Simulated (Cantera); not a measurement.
Feed: 1 mol V2O3, a varied amount of H2, 6.7 mol N2, held at 11.0 Pa.

Method: chemical equilibrium by Gibbs-energy minimisation in Cantera with the NASA 1993 tables (ideal gas, pure condensed phases). Candidate condensed phases: H2O, V, VN, VO, V2O3, V2O4, V2O5; 28 gas species. Mutual solubility and eutectic melting of coexisting phases are not modelled. VN, VO: taken at fixed stoichiometry. Condensed phases not in the tables: the oxides between V2O3 and V2O5 other than VO2, solid solutions among these carbides, nitrides and lower oxides, V2N. Equilibrium is a limit: real reactors are often held back by kinetics, nucleation or transport.

Stable condensed phases, one row left out:

```
T in °C \ n(H2) in mol
          150  380  610  840 1100 1300 1500 1700 2000 2200
    977     A    A    A    A    A    A    B    B    B    B
    927     A    A    A    A    A    A    A    A    A    A
    877     A    A    A    A    A    A    A    A    A    A
    827     A    A    A    A    A    A    A    A    A    A
    777     C    C    A    A    A    A    A    A    A    A
    727     C    C    C    C    C    C    C    C    C    A
    627     C    C    C    C    C    C    C    C    C    C
    577     C    C    C    C    C    C    C    C    C    C
```

A: VO + V2O3; B: VO; C: VN + V2O3.

Q: Give the row for 677 °C.

A: 150: VN + V2O3; 380: VN + V2O3; 610: VN + V2O3; 840: VN + V2O3; 1100: VN + V2O3; 1300: VN + V2O3; 1500: VN + V2O3; 1700: VN + V2O3; 2000: VN + V2O3; 2200: VN + V2O3.
